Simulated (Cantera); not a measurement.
Thermodynamics of carbothermic reduction, feed Fe2O3 + C + H2

Feed: 1 mol Fe2O3, 6.1 mol C, 0.48 mol H2, equilibrated at 5.00 bar.

Cantera equilibrium calculation (NASA polynomials, part measured and part estimated; ideal gas, pure solids and liquids). Candidate condensed phases: C, C6H6, C7H8, C8H18, Fe, Fe(CO)5, FeO, Fe(OH)2, Fe(OH)3, Fe2O3, Fe3O4, H2O; 114 gas species. Iron dissolves carbon and melts from about 1420 K in contact with it, which pure phases cannot show. Condensed phases not in the tables: cementite and carbon dissolved in iron. Rates play no part.

```json
[
 {"T (°C)": "1200", "x CO": "0.859", "x H2": "0.137", "x Fe": "1.67e-8", "x H": "2.09e-6", "x CO2": "0.00312", "x C2H2 (acetylene)": "8.90e-7", "n C(graphite)": "3.11", "n Fe(γ)": "2.00", "n Fe(δ)": "0", "n Fe(l)": "0"},
 {"T (°C)": "1350", "x CO": "0.861", "x H2": "0.137", "x Fe": "3.34e-7", "x H": "1.15e-5", "x CO2": "0.000906", "x C2H2 (acetylene)": "4.79e-6", "n C(graphite)": "3.10", "n Fe(γ)": "2.00", "n Fe(δ)": "0", "n Fe(l)": "0"},
 {"T (°C)": "1500", "x CO": "0.862", "x H2": "0.138", "x Fe": "3.95e-6", "x H": "4.72e-5", "x CO2": "0.000327", "x C2H2 (acetylene)": "1.93e-5", "n C(graphite)": "3.10", "n Fe(γ)": "0", "n Fe(δ)": "2.00", "n Fe(l)": "0"},
 {"T (°C)": "1650", "x CO": "0.862", "x H2": "0.138", "x Fe": "2.96e-5", "x H": "0.000156", "x CO2": "0.000139", "x C2H2 (acetylene)": "6.21e-5", "n C(graphite)": "3.10", "n Fe(γ)": "0", "n Fe(δ)": "0", "n Fe(l)": "2.00"},
 {"T (°C)": "1800", "x CO": "0.862", "x H2": "0.137", "x Fe": "0.000161", "x H": "0.000436", "x CO2": "6.79e-5", "x C2H2 (acetylene)": "0.000168", "n C(graphite)": "3.10", "n Fe(γ)": "0", "n Fe(δ)": "0", "n Fe(l)": "2.00"},
 {"T (°C)": "1950", "x CO": "0.861", "x H2": "0.137", "x Fe": "0.000684", "x H": "0.00106", "x CO2": "3.66e-5", "x C2H2 (acetylene)": "0.000397", "n C(graphite)": "3.10", "n Fe(γ)": "0", "n Fe(δ)": "0", "n Fe(l)": "2.00"},
 {"T (°C)": "2100", "x CO": "0.859", "x H2": "0.135", "x Fe": "0.00240", "x H": "0.00230", "x CO2": "2.15e-5", "x C2H2 (acetylene)": "0.000833", "n C(graphite)": "3.09", "n Fe(γ)": "0", "n Fe(δ)": "0", "n Fe(l)": "1.99"},
 {"T (°C)": "2250", "x CO": "0.854", "x H2": "0.133", "x Fe": "0.00717", "x H": "0.00453", "x CO2": "1.34e-5", "x C2H2 (acetylene)": "0.00158", "n C(graphite)": "3.09", "n Fe(γ)": "0", "n Fe(δ)": "0", "n Fe(l)": "1.97"}
]
```
x: gas mole fraction; n: condensed amount in mol.

From 1200 °C to 1350 °C the condensed part is C(graphite) + Fe(γ). At 1500 °C the condensed part is C(graphite) + Fe(δ). From 1650 °C to 2250 °C the condensed part is C(graphite) + Fe(l). The main Fe-bearing gas is Fe throughout.
